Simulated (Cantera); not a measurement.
An adiabatic, constant-volume homogeneous reactor starts with C₃H₈ : O₂ : N₂ = 1 : 9.43 : 35.5 (molar parts), equivalence ratio 0.53, at 1425 K and 101000 Pa. Integrator tolerance rtol = 1e-08.

Model: GRI-Mech 3.0 (53 species, 325 reactions), integrated in Cantera. GRI-Mech 3.0 was tuned for natural gas; its chemistry of propane as a main component is partial and can be far from experiment.

```tsv
quantity	before	after
time of steepest temperature rise	0.147 ms	0.336 ms
temperature at 2.00 s	2606 K	2540 K
equilibrium temperature	2606 K	2540 K
x(C₃H₈) at 2.00 s	<1e-12 (gas-phase equilibrium <1e-12)	<1e-12 (gas-phase equilibrium <1e-12)
x(O₂) at 2.00 s	0.0848 (gas-phase equilibrium 0.0848)	0.0858 (gas-phase equilibrium 0.0858)
x(C₂H₂) at 2.00 s	<1e-12 (gas-phase equilibrium <1e-12)	<1e-12 (gas-phase equilibrium <1e-12)
x(CO₂) at 2.00 s	0.0546 (gas-phase equilibrium 0.0546)	0.0514 (gas-phase equilibrium 0.0514)
x(CO) at 2.00 s	0.00859 (gas-phase equilibrium 0.00859)	0.0115 (gas-phase equilibrium 0.0115)
```

### Question
What was changed between the two runs?
A) pressure from 101000 Pa to 26000 Pa
B) initial temperature 1425 to 1800 K
C) pressure from 101000 Pa to 760000 Pa
D) constant pressure in place of constant volume

### Answer
A, pressure from 101000 Pa to 26000 Pa
